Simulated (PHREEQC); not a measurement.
Solution (25 °C): 0.0039 mol HF, 0.00096 mol KF and 0.034 mol (NH4)2SiF6 per kg of water. Closed to the air; pH follows from the charge balance.

All values are PHREEQC results (ion-association model, phreeqc.dat), not measurements.

No solid was allowed to form.

Predict the pH, density, ionic strength.

pH 2.96; density 1.000 g/cm³; ionic strength 0.104 mol/kgw.

In which forms is F present?

SiF6-2 97 %, HF 1.5 %, F- 1.2 % of the F.

Saturation is exceeded, for instance for Quartz (slow to form); the values hold only as long as no solid forms. Species that the database lacks are ignored. SiF6-2 is the database's only silicon fluoride.
